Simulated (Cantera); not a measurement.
Feed: 1 mol C3H6, 0.69 mol NH3, 3.6 mol H2, equilibrated at 750 K and 1 atm.

Method: chemical equilibrium by Gibbs-energy minimisation in Cantera with the NASA 1993 tables (ideal gas, pure condensed phases). Candidate condensed phases: C, C6H6, C7H8, C8H18; 92 gas species. Equilibrium is a limit: real reactors are often held back by kinetics, nucleation or transport.

Base state: CH4 0.529, H2 0.404, N2 0.0660, NH3 0.000342 (mole fractions); condensed: C(graphite).

Problem. What changes in the equilibrium state with this change: pressure from 1 atm to 1.40 bar?

Solution. 
| species | before | after |
|---|---|---|
| CH4 | 0.529 | 0.574 |
| H2 | 0.404 | 0.358 |
| N2 | 0.0660 | 0.0678 |
| NH3 | 0.000342 | 0.000399 |
| C(graphite), mol | 0.239 | 0.0919 |
